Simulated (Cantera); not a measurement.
Cu + O2 + H2 + CO2 (metals in furnace atmospheres)

Charge: 1 mol Cu, 0.035 mol O2, 150 mol H2, 0.16 mol CO2, at 42.0 Torr.

These are equilibrium values from Cantera (NASA tables, ideal gas, pure condensed phases), not measurements of a reactor. Candidate condensed phases: C, C6H6, C7H8, C8H18, Cu, CuO, Cu(OH)2, Cu2O, H2O; 113 gas species. Kinetics and transport are ignored.

```tsv
T (K)	x H2	x H	x Cu	x H2O	x CO	n Cu(l)
1473	0.997	5.34e-5	9.24e-5	0.00153	0.00106	0.986
1548	0.997	0.000130	0.000321	0.00153	0.00106	0.952
1623	0.996	0.000292	0.000992	0.00153	0.00106	0.851
1698	0.994	0.000609	0.00276	0.00153	0.00106	0.583
1773	0.990	0.00120	0.00659	0.00152	0.00106	0
1848	0.989	0.00223	0.00660	0.00152	0.00106	0
1923	0.987	0.00395	0.00659	0.00152	0.00106	0
1998	0.984	0.00672	0.00659	0.00152	0.00105	0
2073	0.980	0.0110	0.00658	0.00151	0.00105	0
```
x: gas mole fraction; n: condensed amount in mol.

From 1473 K to 1698 K the condensed part is Cu(l). From 1773 K to 2073 K nothing is condensed. The main Cu-bearing gas is Cu throughout.
